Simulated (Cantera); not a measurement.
Charge: 1 mol SiO₂, 0.67 mol MgO, 0.17 mol O₂, a varied amount of MgCl₂, at 1523 K and 0.00133 bar.

These are equilibrium values from Cantera (NASA tables, ideal gas, pure condensed phases), not measurements of a reactor. Candidate condensed phases: Mg, MgCl₂, MgO, MgSiO₃, Mg₂SiO₄, Si, SiO₂; 20 gas species. Mutual solubility and eutectic melting of coexisting phases are not modelled. The tables hold silica as quartz up to 1696 K and as liquid above; real silica turns to tridymite and cristobalite and melts near 1996 K. Condensed phases not in the tables: alloys, solid solutions and most ternary compounds. The numbers say what is thermodynamically allowed, not how fast it happens.

Task: At 0.78 mol MgCl₂, list the 6 most abundant gas species with their mole fractions, and the condensed phases.

Result: Cl 0.491, MgCl₂ 0.434, Cl₂ 0.0693, O₂ 0.00584, ClO 3.27e-5, O 1.15e-5. Condensed: MgSiO₃(s) + SiO₂(β-quartz).
